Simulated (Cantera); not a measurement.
Input (Python, Cantera) and output of one run.

```python
import numpy as np
import cantera as ct

gas_names = """
    Fe FeO Fe(OH)2 H HO2 H2 H2O H2O2 O OH O2 O3
""".split()
cond_names = """
    Fe(a) Fe(c) Fe(d) Fe(L) FeO(s) FeO(L) Fe(OH)2(s) Fe(OH)3(s) Fe2O3(s) Fe3O4(s) H2O(s) H2O(L)
""".split()


# ... load() reads the species with a 1 bar reference pressure and builds the phases ...
atoms = {
    'Fe3O4': {'Fe': 3, 'O': 4},
    'H2': {'H': 2},
    'H2O': {'H': 2, 'O': 1},
}
top_T = {'Fe2O3(s)': 1830, 'Fe3O4(s)': 1870}  # K; cautious upper limits of use, not melting points


# ... equilibrate(T, P, feed) seeds the gas with the atoms and calls Mixture.equilibrate('TP', solver="vcs", rtol=1e-11, max_steps=5000) ...
results = []
feed = {'Fe3O4': 1, 'H2': 18, 'H2O': 0.11}  # mol
P = 1000  # Pa
for T in [1200, 1300, 1400, 1500, 1600, 1700, 1800, 1900, 2000, 2100, 2200]:
    mix = equilibrate(T, P, feed)
    results.append((T, P, feed, dict(zip(mix.species_names, mix.species_moles))))

top = {s: max(r[3][s] / sum(r[3][g] for g in gas_names) for r in results) for s in gas_names}
cols = sorted((s for s in top if top[s] > 1e-05), key=lambda s: -top[s])[:8]
seen = [c for c in cond_names if any(r[3].get(c, 0) > 1e-12 for r in results)]
print("log10 of partial pressures in bar; condensed amounts in mol")
print(f"{'T/K':>10s}" + "".join(f"{s[:9]:>10s}" for s in cols + seen))
for T, P, feed, n in results:
    ng = sum(n[g] for g in gas_names)
    print(f"{T:10.4g}" + "".join(f"{np.log10(max(n[s] / ng * P / 1e5, 1e-99)):10.3f}" for s in cols)
          + "".join(f"{n.get(c, 0):10.4g}" for c in seen))
```

It prints:

```
log10 of partial pressures in bar; condensed amounts in mol
       T/K        H2       H2O        Fe         H        OH       FeO         O   Fe(OH)2     Fe(c)     Fe(d)     Fe(L)    FeO(s)
      1200    -2.106    -2.664   -10.304    -7.758   -10.413   -13.961   -16.054    -9.038     2.819         0         0    0.1807
      1300    -2.112    -2.644    -8.962    -7.012    -9.428   -12.325   -14.346    -8.462         3         0         0         0
      1400    -2.112    -2.644    -7.815    -6.369    -8.603   -10.947   -12.901    -8.005         3         0         0         0
      1500    -2.112    -2.644    -6.824    -5.810    -7.887    -9.756   -11.647    -7.606         3         0         0         0
      1600    -2.112    -2.644    -5.960    -5.321    -7.260    -8.716   -10.549    -7.257     2.998         0         0         0
      1700    -2.113    -2.645    -5.201    -4.888    -6.707    -7.803    -9.579    -6.949         0     2.988         0         0
      1800    -2.115    -2.646    -4.531    -4.503    -6.215    -6.995    -8.715    -6.677         0     2.946         0         0
      1900    -2.120    -2.651    -3.953    -4.160    -5.777    -6.294    -7.941    -6.456         0         0     2.794         0
      2000    -2.135    -2.665    -3.438    -3.856    -5.387    -5.668    -7.244    -6.270         0         0     2.304         0
      2100    -2.175    -2.704    -2.975    -3.594    -5.047    -5.105    -6.613    -6.129         0         0     0.803         0
      2200    -2.202    -2.729    -2.862    -3.350    -4.732    -4.899    -6.037    -6.294         0         0         0         0
```

Method: chemical equilibrium by Gibbs-energy minimisation in Cantera with the NASA 1993 tables (ideal gas, pure condensed phases). Mutual solubility and eutectic melting of coexisting phases are not modelled. The tables' stoichiometric FeO is somewhat more stable than real wüstite, so its field is too wide. FeO: taken at fixed stoichiometry.
